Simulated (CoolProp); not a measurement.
Vapour-liquid equilibrium of R152A (1) + isobutene (2) at 4.78 bar; x and y are mole fractions of (1).

Computed with CoolProp (multi-fluid Helmholtz-energy mixture model, Outcalt 1996 and Lemmon 2005; pair parameters Bell 2016).

```
x     bubble temperature (°C)  y at the bubble point  dew temperature at overall composition x (°C)  liquid density (mol/L)
----  -----------------------  ---------------------  ---------------------------------------------  ----------------------
0.05               (withheld)             (withheld)                                           39.1                   10.32
0.2                      26.6                  0.419                                           34.2              (withheld)
0.35                     22.1                  0.554                                     (withheld)              (withheld)
0.5                      19.5                  0.645                                           23.8              (withheld)
0.65                     18.0                  0.725                                           19.4                   12.32
0.8                      17.2                  0.815                                           17.2                   12.94
0.95                     17.3                  0.942                                           17.4              (withheld)
```

### Question
What belongs in the gaps?

### Answer

- 0.05, bubble temperature (°C): 35.7
- 0.05, y at the bubble point: 0.155
- 0.2, liquid density (mol/L): 10.82
- 0.35, dew temperature at overall composition x (°C): 29.1
- 0.35, liquid density (mol/L): 11.29
- 0.5, liquid density (mol/L): 11.77
- 0.95, liquid density (mol/L): 13.64

y crosses x between x = 0.8 and 0.95: the model has an azeotrope there.

The pair parameters rest on a limited set of measurements; away from them the model extrapolates.
